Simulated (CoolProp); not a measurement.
Octamethyltrisiloxane (MDM) at several states: Z from the reference equation and from simpler models built on Tc = 565.4 K, pc = 14.38 bar, ω = 0.528; each cubic takes its own stable root.

The numbers come from the reference Helmholtz-energy equation of state, Thol 2017 in CoolProp.

```json
[
 {"T (K)": "513.6", "p (bar)": "0.121", "phase": "gas", "reference": "0.9959"},
 {"T (K)": "473.6", "p (bar)": "9.35", "phase": "liquid", "reference": "0.09141"},
 {"T (K)": "433.5", "p (bar)": "0.262", "phase": "gas", "reference": "0.9831"},
 {"T (K)": "325.7", "p (bar)": "48.3", "phase": "liquid", "reference": "0.5304"},
 {"T (K)": "412.3", "p (bar)": "1.09", "phase": "liquid", "reference": "0.01087"},
 {"T (K)": "520.6", "p (bar)": "0.168", "phase": "gas", "reference": "0.9946"}
]
```

### Question
How far does each simpler model (van der Waals, Redlich-Kwong, Soave-Redlich-Kwong, Peng-Robinson) lie from the reference over these 6 states: mean and median of the absolute difference, and the worst?

### Answer
- van der Waals: mean 1463.7 %, median 33.6 %, worst +8645.2 % at 412.3 K and 1.09 bar
- Redlich-Kwong: mean 1421.8 %, median 7.9 %, worst +8493.4 % at 412.3 K and 1.09 bar
- Soave-Redlich-Kwong: mean 5.1 %, median 4.9 %, worst +10.7 % at 473.6 K and 9.35 bar
- Peng-Robinson: mean 1.2 %, median 0.9 %, worst -3.1 % at 412.3 K and 1.09 bar

At some of these states van der Waals, Redlich-Kwong gives the other phase, because its saturation line lies elsewhere.
